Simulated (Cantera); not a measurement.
An isothermal, constant-pressure homogeneous reactor starts with 3.90 % H2, 26.0 % O2, 70.1 % N2, at 1348 K and 1100 Pa.

Computed with Cantera and GRI-Mech 3.0 (53 species, 325 reactions). Radical loss at walls, strong at low pressure, is not modelled. The temperature is held fixed by assumption; the heat of reaction is taken as removed at once.

x: mole fraction; the columns are a selection and need not sum to one.

```csv
t (s),x H2,x O2,x O,x HO2,x NO2
0.000300,0.0390,0.260,2.41e-8,___,<1e-12
0.000854,0.0390,0.260,4.80e-7,___,<1e-12
0.00243,0.0367,0.258,0.000812,___,<1e-12
0.00693,0.00140,0.232,0.0211,7.00e-7,<1e-12
0.0197,0.00133,0.233,0.0199,6.96e-7,4.21e-12
0.0562,0.00115,0.235,0.0168,6.85e-7,1.24e-11
0.160,0.000778,0.238,0.0107,6.36e-7,3.07e-11
0.456,0.000294,0.242,0.00384,___,7.56e-11
1.30,5.60e-5,0.244,0.000716,___,2.18e-10
3.70,8.57e-6,0.245,0.000109,___,4.68e-10
10.5,1.58e-6,0.245,2.01e-5,___,7.08e-10
30.0,3.91e-7,0.245,4.99e-6,___,1.35e-9
```

Task: What belongs in the gaps?

Result: 
- 0.000300, x HO2: 2.77e-8
- 0.000854, x HO2: 7.92e-8
- 0.00243, x HO2: 5.81e-7
- 0.456, x HO2: 4.70e-7
- 1.30, x HO2: 1.99e-7
- 3.70, x HO2: 5.09e-8
- 10.5, x HO2: 1.50e-8
- 30.0, x HO2: 1.08e-8
